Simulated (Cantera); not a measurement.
Charge: 1 mol Si2Cl6, 0.083 mol HCl, a varied amount of N2, held at 898 K and 1 atm.

These are equilibrium values from Cantera (NASA tables, ideal gas, pure condensed phases), not measurements of a reactor. Candidate condensed phases: NH4Cl, Si, Si3N4; 28 gas species. The feed counts by its element totals alone. N2 is the only nitrogen source here; it is nearly inert below about 1500 K, so the nitride shown seldom forms there in practice. Kinetics and transport are ignored.

### Question
At 50 mol N2, list the 4 most abundant gas species with their mole fractions, and the condensed phases.

### Answer
N2 0.969, SiCl4 0.0293, HCl 0.00160, H2 1.04e-5. Condensed: Si3N4(s).
